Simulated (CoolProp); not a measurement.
C3F8 (R218) along the isotherm 316.3 K: Z from the reference equation and from simpler models built on Tc = 345.0 K, pc = 2.640 MPa, ω = 0.317; each cubic takes its own stable root.

Computed with CoolProp (reference Helmholtz-energy equation of state, Lemmon 2006). It is a short technical equation, of lower accuracy than the large ones.

| p (MPa) | phase | reference |
|---|---|---|
| 0.0125 | gas | 0.9979 |
| 0.0184 | gas | 0.9969 |
| 0.027 | gas | 0.9955 |
| 0.0396 | gas | 0.9933 |
| 0.0581 | gas | 0.9902 |
| 0.0853 | gas | 0.9855 |
| 0.125 | gas | 0.9787 |
| 0.184 | gas | 0.9682 |
| 0.27 | gas | 0.9527 |
| 0.396 | gas | 0.9288 |
| 0.581 | gas | 0.8915 |
| 0.853 | gas | 0.8298 |
| 1.25 | gas | 0.7161 |
| 1.84 | liquid | 0.1081 |
| 2.7 | liquid | 0.1555 |
| 3.96 | liquid | 0.2231 |

Problem. How far does each simpler model (Soave-Redlich-Kwong, Peng-Robinson) lie from the reference over these 16 states: mean and median of the absolute difference, and the worst?

Solution. 
- Soave-Redlich-Kwong: mean 2.3 %, median 0.1 %, worst +13.4 % at 316.3 K and 1.84 MPa
- Peng-Robinson: mean 0.6 %, median 0.4 %, worst -2.9 % at 316.3 K and 3.96 MPa
